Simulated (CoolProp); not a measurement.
Computed with CoolProp (reference Helmholtz-energy equation of state, Colonna 2008). It is a short technical equation, of lower accuracy than the large ones.

Problem. For dodecamethylcyclohexasiloxane (D6), give the phase and the cp (kJ/(kg K)), isothermal compressibility (1/MPa), expansivity (1/kK), fugacity coefficient at 446.5 K and 0.626 MPa; 520.8 K and 0.626 MPa.

Solution. 
- 446.5 K and 0.626 MPa: liquid; cp 1.87, isothermal compressibility 0.00705, expansivity 1.49, fugacity coefficient 0.0253
- 520.8 K and 0.626 MPa: liquid; cp 2.03, isothermal compressibility 0.0151, expansivity 2.04, fugacity coefficient 0.168
